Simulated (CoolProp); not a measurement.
Computed with CoolProp (reference Helmholtz-energy equation of state, Zhou 2012).

Q: Give the vapour pressure (bar), vapour density (kg/m³), liquid cp (kJ/(kg K)), vapour viscosity (µPa s) of saturated p-xylene at 512, 531.6 K.

A: 
```json
[
 {"T (K)": "512", "p (bar)": "8.27", "vapour density (kg/m³)": "25.7", "liquid cp (kJ/(kg K))": "2.54", "vapour viscosity (µPa s)": "10.9"},
 {"T (K)": "531.6", "p (bar)": "11.3", "vapour density (kg/m³)": "35.9", "liquid cp (kJ/(kg K))": "2.66", "vapour viscosity (µPa s)": "11.5"}
]
```

Viscosity comes from a separate model (Balogun 2015).
